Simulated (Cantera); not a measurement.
Feed: 1 mol Si, a varied amount of HCl, 16 mol H2, held at 1548 K and 1.33 mbar.

These are equilibrium values from Cantera (NASA tables, ideal gas, pure condensed phases), not measurements of a reactor. Candidate condensed phases: Si; 19 gas species. Equilibrium is a limit: real reactors are often held back by kinetics, nucleation or transport.

Q: Which condensed phases are stable at each of these points (n(HCl) (mol)): 1.7, 3.1, 4.6, 6, 7.4, 8.9, 10, 12, 13, 15, 16, 18?

A: 
```
n(HCl) (mol)  condensed phases  Si condensed (%)
------------  ----------------  ----------------
1.7                      Si(s)              72.6
3.1                      Si(s)              35.0
4.6                   gas only               0.0
6                     gas only               0.0
7.4                   gas only               0.0
8.9                   gas only               0.0
10                    gas only               0.0
12                    gas only               0.0
13                    gas only               0.0
15                    gas only               0.0
16                    gas only               0.0
18                    gas only               0.0
```

From 1.7 mol HCl to 3.1 mol HCl the condensed part is Si(s). From 4.6 mol HCl to 18 mol HCl nothing is condensed.
